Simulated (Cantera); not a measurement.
Thermodynamics of halide evaporation, hydrolysis and transport, feed CaF₂ + HF + N₂ + NH₃

Charge: 1 mol CaF₂, 2.7 mol HF, 370 mol N₂, 0.00017 mol NH₃, held at 2.50 Pa.

Method: chemical equilibrium by Gibbs-energy minimisation in Cantera with the NASA 1993 tables (ideal gas, pure condensed phases). Candidate condensed phases: Ca, CaF₂; 25 gas species. The numbers say what is thermodynamically allowed, not how fast it happens.

```csv
T (K),log p N₂,log p HF,log p CaF₂,log p F,log p H,log p CaF
1425,-4.61,-6.74,-7.17,-11.19,-10.69,-11.58
1500,-4.61,-6.74,-7.17,-10.48,-10.33,-11.20
1575,-4.61,-6.74,-7.17,-9.92,-9.92,-10.78
1650,-4.61,-6.74,-7.17,-9.46,-9.50,-10.35
1725,-4.61,-6.75,-7.18,-9.05,-9.11,-9.94
1800,-4.61,-6.75,-7.18,-8.68,-8.74,-9.56
1875,-4.61,-6.75,-7.18,-8.34,-8.40,-9.21
1950,-4.61,-6.76,-7.18,-8.02,-8.10,-8.89
2025,-4.61,-6.78,-7.19,-7.74,-7.82,-8.60
2100,-4.61,-6.82,-7.21,-7.48,-7.57,-8.33
```
log p: log10 of the partial pressure in bar; nothing condenses.

From 1425 K to 2100 K nothing is condensed. The main Ca-bearing gas is CaF₂ throughout.
